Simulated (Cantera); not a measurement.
n-butane + NH₃ + H₂ (carbon deposition, reforming and gasification)

Input: 1 mol n-butane, 0.012 mol NH₃, 26 mol H₂.

Equilibrium computed with Cantera from the NASA thermochemical tables; the gas is ideal and each condensed phase is pure. Candidate condensed phases: C, C₆H₆, C₇H₈, C₈H₁₈; 92 gas species. The ideal-gas law is rough above about 30 bar. Rates play no part.

Stable condensed phases:

```
T in K \ P in Pa
               10       46      220     1000     4600    22000   100000   460000  2200000 10000000
   1823         A        A        A        A        A        A        A        A        A        A
   1773         A        A        A        A        A        A        A        A        A        A
   1723         A        A        A        A        A        A        A        A        A        A
   1673         A        A        A        A        A        A        A        A        A        A
   1623         A        A        A        A        A        A        A        A        A        A
   1573         A        A        A        A        A        A        A        A        A        A
   1523         A        A        A        A        A        A        A        A        A        B
   1473         A        A        A        A        A        A        A        A        A        B
   1423         A        A        A        A        A        A        A        A        A        B
   1373         A        A        A        A        A        A        A        A        A        B
   1323         A        A        A        A        A        A        A        A        A        B
   1273         A        A        A        A        A        A        A        A        B        B
```

A: C; B: gas only.
